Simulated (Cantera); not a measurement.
Input (Python, Cantera):

```python
import numpy as np
import cantera as ct

gas = ct.Solution("gri30.yaml", transport_model="multicomponent")
show = ['NO', 'CH4', 'NH3']

rows = []
print(f"{'T/K':>7s}{'rho':>11s}{'cp':>10s}{'mu':>11s}{'lambda':>11s}{'Pr':>7s}" + "".join(f"{'D_' + s:>11s}" for s in show))
for T in [400, 650, 900, 1150, 1400, 1650, 1900, 2150]:
    gas.TPX = T, 900, {'N2O': 0.64}
    Pr = gas.cp_mass * gas.viscosity / gas.thermal_conductivity
    D = [gas.mix_diff_coeffs_mole[gas.species_index(s)] for s in show]
    rows.append([gas.density, gas.cp_mass, gas.viscosity, gas.thermal_conductivity, Pr, *D])
    print(f"{T:7g}{gas.density:11.4e}{gas.cp_mass:10.1f}{gas.viscosity:11.4e}"
          f"{gas.thermal_conductivity:11.4e}{Pr:7.3f}" + "".join(f"{d:11.4e}" for d in D))
print("SI units: kg/m3, J/kg/K, Pa s, W/m/K, m2/s")
```

Output:

```
    T/K        rho        cp         mu     lambda     Pr       D_NO      D_CH4      D_NH3
    400 1.1910e-02     970.3 1.9459e-05 2.5299e-02  0.746 2.9075e-03 3.2728e-03 3.1754e-03
    650 7.3295e-03    1126.8 2.9093e-05 4.4078e-02  0.744 6.8052e-03 7.7672e-03 8.0014e-03
    900 5.2935e-03    1226.6 3.7113e-05 6.1443e-02  0.741 1.1855e-02 1.3613e-02 1.4463e-02
   1150 4.1428e-03    1285.1 4.4145e-05 7.6847e-02  0.738 1.7916e-02 2.0637e-02 2.2313e-02
   1400 3.4030e-03    1326.8 5.0510e-05 9.1048e-02  0.736 2.4901e-02 2.8732e-02 3.1396e-02
   1650 2.8874e-03    1359.1 5.6394e-05 1.0437e-01  0.734 3.2746e-02 3.7824e-02 4.1611e-02
   1900 2.5075e-03    1383.6 6.1915e-05 1.1688e-01  0.733 4.1404e-02 4.7856e-02 5.2888e-02
   2150 2.2159e-03    1402.0 6.7153e-05 1.2866e-01  0.732 5.0837e-02 5.8785e-02 6.5175e-02
SI units: kg/m3, J/kg/K, Pa s, W/m/K, m2/s
```

Model: GRI-Mech 3.0 (53 species, 325 reactions), integrated in Cantera. The composition is frozen, though it would react at the higher temperatures.
